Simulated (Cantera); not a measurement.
**Stirred combustor or abatement burner**

A perfectly stirred reactor is fed with CH4 : H2 : O2 : N2 = 1 : 0.35 : 3.57 : 13.4 (molar parts), equivalence ratio 0.61, at 25000 Pa; it is adiabatic with a 700 K inlet, and is followed from long to short residence time, starting on the burning branch (τ in s: 0.31, 0.15, 0.07, 0.033, 0.016, 0.0075, 0.0036, 0.0017, 0.0008, 0.00038, 0.00018, 8.6e-05).

Model: GRI-Mech 3.0 (53 species, 325 reactions), integrated in Cantera.

| τ (s) | T (K) | x CH4 | x H2 | x O2 | x CO | x NO | x CH2CO |
|---|---|---|---|---|---|---|---|
| 0.31 | 1991 | 3.17e-6 | 0.000527 | 0.0762 | 0.00107 | 0.000309 | 4.64e-11 |
| 0.15 | 1982 | 5.27e-6 | 0.000745 | 0.0762 | 0.00152 | 0.000203 | 1.06e-10 |
| 0.070 | 1965 | 8.71e-6 | 0.00112 | 0.0763 | 0.00226 | 0.000132 | 2.32e-10 |
| 0.033 | 1941 | 1.42e-5 | 0.00168 | 0.0765 | 0.00334 | 8.30e-5 | 4.68e-10 |
| 0.016 | 1909 | 2.32e-5 | 0.00242 | 0.0769 | 0.00471 | 5.19e-5 | 9.01e-10 |
| 0.0075 | 1865 | 3.99e-5 | 0.00340 | 0.0774 | 0.00648 | 3.20e-5 | 1.82e-9 |
| 0.0036 | 1814 | 7.08e-5 | 0.00449 | 0.0783 | 0.00851 | 2.10e-5 | 3.85e-9 |
| 0.0017 | 1754 | 0.000135 | 0.00565 | 0.0796 | 0.0110 | 1.41e-5 | 9.30e-9 |
| 0.00080 | 1690 | 0.000283 | 0.00679 | 0.0820 | 0.0145 | 8.94e-6 | 2.71e-8 |
| 0.00038 | 1623 | 0.000663 | 0.00800 | 0.0864 | 0.0199 | 4.96e-6 | 1.05e-7 |
| 0.00018 | 1542 | 0.00206 | 0.0106 | 0.0964 | 0.0287 | 2.04e-6 | 7.90e-7 |
| 8.6e-5 | 700 | 0.0546 | 0.0191 | 0.195 | <1e-12 | <1e-12 | <1e-12 |
x: mole fraction; the columns are a selection and need not sum to one.
